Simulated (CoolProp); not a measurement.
Vapour-liquid equilibrium of R152A (1) + isobutane (2) at -0.35 °C; x and y are mole fractions of (1).

Model: multi-fluid Helmholtz-energy mixture model, Outcalt 1996 and Bücker 2006; pair parameters Bell 2016, in CoolProp.

| x | bubble pressure, mixture model (bar) | bubble pressure, Raoult's law (bar) | y, mixture model | y, Raoult's law |
|---|---|---|---|---|
| 0.05 | ___ | 1.603 | ___ | 0.081 |
| 0.2 | ___ | 1.762 | ___ | 0.296 |
| 0.35 | ___ | 1.920 | ___ | 0.475 |
| 0.5 | 2.940 | 2.079 | 0.633 | 0.627 |
| 0.65 | 3.003 | 2.237 | 0.685 | 0.757 |
| 0.8 | 2.988 | 2.396 | 0.753 | 0.871 |
| 0.95 | ___ | 2.554 | 0.900 | 0.970 |

Problem. Complete the blanks.

Solution. 
- 0.05, bubble pressure, mixture model (bar): 1.858
- 0.05, y, mixture model: 0.196
- 0.2, bubble pressure, mixture model (bar): 2.476
- 0.2, y, mixture model: 0.460
- 0.35, bubble pressure, mixture model (bar): 2.790
- 0.35, y, mixture model: 0.570
- 0.95, bubble pressure, mixture model (bar): 2.781

The largest gap from Raoult's law is +45.3 % in bubble pressure, at x = 0.35. y crosses x between x = 0.65 and 0.8: the model has an azeotrope there.

Pair parameters are fitted to limited data, so mixtures are less certain than the pure fluids.
